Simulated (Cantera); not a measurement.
A closed system holds: 1 mol CO, a varied amount of O2, 8.1 mol H2, at 2702 °C and 0.000250 bar.

Cantera equilibrium calculation (NASA polynomials, part measured and part estimated; ideal gas, pure solids and liquids). Candidate condensed phases: C, C6H6, C7H8, C8H18, H2O; 110 gas species. Rates play no part.

### Question
At 1 mol O2, list the 5 most abundant gas species with their mole fractions, and the condensed phases.

### Answer
H 0.834, O 0.103, CO 0.0526, H2 0.00815, OH 0.00164. Condensed: gas only.
